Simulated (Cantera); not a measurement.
Stirred combustor or abatement burner

A perfectly stirred reactor is fed with C3H8 : O2 : N2 : H2O = 1 : 4.55 : 17.1 : 1.6 (molar parts), at 4.93 atm; it is adiabatic with a 525 K inlet, and is followed from long to short residence time, starting on the burning branch (τ in s: 0.023, 0.013, 0.0074, 0.0042, 0.0024, 0.0013, 0.00076, 0.00043, 0.00024, 0.00014, 7.8e-05, 4.4e-05).

Detailed kinetics in Cantera: GRI-Mech 3.0 (53 species, 325 reactions). GRI-Mech 3.0 was tuned for natural gas; its chemistry of propane as a main component is partial and can be far from experiment.

```csv
τ (s),T (K),x C3H8,x O2,x H2O,x CO2,x CH3,x N2O
0.023,2303,2.17e-7,0.000836,0.205,0.0895,3.02e-6,1.04e-7
0.013,2297,3.65e-7,0.00108,0.205,0.0891,4.47e-6,1.17e-7
0.0074,2289,6.02e-7,0.00143,0.204,0.0885,6.41e-6,1.34e-7
0.0042,2279,9.83e-7,0.00190,0.203,0.0878,9.07e-6,1.52e-7
0.0024,2267,1.58e-6,0.00251,0.202,0.0868,1.27e-5,1.72e-7
0.0013,2249,2.64e-6,0.00339,0.201,0.0854,1.83e-5,1.93e-7
0.00076,2230,4.11e-6,0.00436,0.199,0.0840,2.54e-5,2.10e-7
0.00043,2205,6.55e-6,0.00563,0.198,0.0820,3.65e-5,2.25e-7
0.00024,2176,1.06e-5,0.00725,0.196,0.0797,5.41e-5,2.37e-7
0.00014,2144,1.69e-5,0.00910,0.194,0.0769,7.98e-5,2.44e-7
7.8e-5,2102,2.89e-5,0.0117,0.191,0.0731,0.000127,2.47e-7
4.4e-5,2051,5.25e-5,0.0155,0.189,0.0677,0.000212,2.43e-7
```
x: mole fraction; the columns are a selection and need not sum to one.
